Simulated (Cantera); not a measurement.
An isothermal, constant-pressure homogeneous reactor starts with 0.408 % H2, 99.6 % O2, at 1250 K and 0.0263 atm.

Cantera simulation using the H2/O2 subset of GRI-Mech 3.0, which has no nitrogen chemistry; the numbers are that mechanism's predictions, not measurements. Radical loss at walls, strong at low pressure, is not modelled.

x: mole fraction; the columns are a selection and need not sum to one.

| t (s) | x H2 | x O2 | x OH | x H2O2 | x H | x O | x HO2 |
|---|---|---|---|---|---|---|---|
| 9.00e-6 | 0.00408 | 0.996 | 3.74e-11 | <1e-12 | 1.29e-10 | 3.75e-11 | 1.67e-10 |
| 5.46e-5 | 0.00408 | 0.996 | 7.07e-10 | <1e-12 | 3.24e-10 | 7.25e-10 | 1.01e-9 |
| 0.000331 | 0.00408 | 0.996 | 7.11e-9 | <1e-12 | 7.07e-10 | ___ | 6.16e-9 |
| 0.00201 | 0.00408 | 0.996 | 3.48e-7 | 3.26e-11 | 2.12e-8 | ___ | 3.91e-8 |
| 0.0122 | 1.93e-5 | 0.992 | 0.000421 | 1.64e-8 | 7.17e-5 | ___ | 6.81e-7 |
| 0.0739 | 4.85e-6 | 0.993 | 0.000309 | 1.21e-8 | 3.54e-5 | ___ | 5.03e-7 |
| 0.448 | 1.11e-6 | 0.995 | 0.000148 | 7.29e-9 | 3.81e-6 | ___ | 2.19e-7 |
| 2.72 | 7.14e-8 | 0.996 | 3.81e-5 | 1.28e-9 | 6.31e-8 | ___ | 3.43e-8 |
| 16.5 | 4.32e-9 | 0.996 | 9.43e-6 | 1.09e-10 | 9.53e-10 | ___ | 5.58e-9 |
| 100 | 9.04e-10 | 0.996 | 4.34e-6 | 2.54e-11 | 9.29e-11 | ___ | 5.94e-9 |

Task: Some entries are withheld; supply them.

Result: 
- 0.000331, x O: 8.17e-9
- 0.00201, x O: 4.67e-7
- 0.0122, x O: 0.00350
- 0.0739, x O: 0.00236
- 0.448, x O: 0.000531
- 2.72, x O: 3.43e-5
- 16.5, x O: 2.09e-6
- 100, x O: 4.42e-7
